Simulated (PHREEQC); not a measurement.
0.013 g of hydrous ferric oxide (600 m²/g; 0.2 weak and 0.005 strong sites per Fe, Dzombak-Morel constants, diffuse double layer) in 1 kg of water with 0.1 mol/kgw of an inert sodium salt and 5.6e-07 mol/kgw MnCl2, at 25 °C; the pH is set by adding NaOH or the inert anion's acid. No oxygen is let in. CO2 from the air is kept out. No solid was allowed to form.

Equilibrium calculation in PHREEQC: ion-association model, wateq4f.dat.

```
pH     Mn sorbed (%)  surface charge σ (C/m²)  surface potential ψ (mV)
-----  -------------  -----------------------  ------------------------
4                0.0                    0.321                       147
4.67             0.0                    0.253                       135
5.33             0.0                    0.177                       116
6                0.2                    0.111                        93
6.67             2.9                    0.063                        67
7.33            26.6                    0.030                        38
8               76.8                    0.005                         7
8.67            97.5                   -0.019                       -25
9.33            99.8                   -0.049                       -56
10             100.0                   -0.091                       -84
10.67          100.0                   -0.150                      -108
11.33          100.0                   -0.223                      -127
12             100.0                   -0.297                      -140
```

Species that the database lacks are ignored.
